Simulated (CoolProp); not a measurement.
Vapour-liquid equilibrium of R152A (1) + isobutane (2) at 3.85 bar; x and y are mole fractions of (1).

The numbers come from the multi-fluid Helmholtz-energy mixture model, Outcalt 1996 and Bücker 2006; pair parameters Bell 2016 in CoolProp.

| x | bubble temperature, mixture model (K) | bubble temperature, Raoult's law (K) | y, mixture model | y, Raoult's law |
|---|---|---|---|---|
| 0.05 | 296.1 | 300.2 | 0.169 | 0.082 |
| 0.125 | 290.5 | 298.5 | 0.335 | 0.195 |
| 0.2 | 286.9 | 296.9 | 0.440 | 0.298 |
| 0.275 | 284.4 | 295.4 | 0.510 | 0.392 |
| 0.35 | 282.8 | 293.9 | 0.560 | 0.478 |
| 0.425 | 281.7 | 292.6 | 0.599 | 0.556 |
| 0.5 | 281.0 | 291.3 | 0.631 | 0.629 |
| 0.575 | 280.5 | 290.1 | 0.659 | 0.696 |
| 0.65 | 280.3 | 288.9 | 0.687 | 0.759 |
| 0.725 | 280.2 | 287.8 | 0.719 | 0.817 |
| 0.8 | 280.4 | 286.7 | 0.759 | 0.871 |
| 0.875 | 281.0 | 285.7 | 0.817 | 0.922 |
| 0.95 | 282.4 | 284.8 | 0.907 | 0.970 |

The largest gap from Raoult's law is -11.1 K in bubble temperature, at x = 0.35. y crosses x between x = 0.65 and 0.725: the model has an azeotrope there.

Pair parameters are fitted to limited data, so mixtures are less certain than the pure fluids.
